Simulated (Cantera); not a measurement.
Transport properties of process gases

Gas mixture: 28.9 % NO, 42.2 % O₂, 28.9 % CO₂, at 1.30 bar, frozen composition.

Cantera's kinetic-theory transport with the Lennard-Jones parameters of GRI-Mech 3.0, ideal gas; thermal conductivity in the mixture-averaged form. The composition is frozen, though it would react at the higher temperatures.

```csv
T (K),ρ (kg/m³),cp (J/kg/K),μ (µPa s),λ (mW/m/K),Pr,D (cm²/s) NO,D (cm²/s) CH₃,D (cm²/s) O
400,1.36,954.3,22.9,30.7,0.710,0.236,0.271,0.389
650,0.839,1058,32.8,48.6,0.715,0.546,0.633,0.893
900,0.606,1131,41.2,64.8,0.719,0.947,1.10,1.54
1150,0.474,1178,48.6,79.5,0.720,1.43,1.66,2.33
1400,0.390,1211,55.4,93.1,0.720,1.98,2.31,3.23
1650,0.331,1236,61.7,106,0.720,2.61,3.04,4.24
1900,0.287,1255,67.7,118,0.720,3.29,3.84,5.35
```
D: mixture-averaged diffusion coefficient of that species in the mixture.
